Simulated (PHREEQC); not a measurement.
## Ultrapure water in contact with air or piping

A made-up water analysis in mg/L, 20 °C, pH 5.5, pe 13: Na 0.00893; K 0.00278; Ca 0.0214; Mg 0.00393; Cl 0.0169; S(6) as SO4 0.0251; Alkalinity as HCO3 0.0493; Cu(2) 2.44e-05.

Valence states are taken as typed.

Computed with PHREEQC (ion-association model, wateq4f.dat).

Precipitation was switched off in this run.

Q: What ionic strength, charge-balance error does the model give?

A: ionic strength 5.96e-6 mol/kgw; charge-balance error 0.4 %.

Q: In which forms is C present?

A: CO2 88 %, HCO3- 12 % of the C.
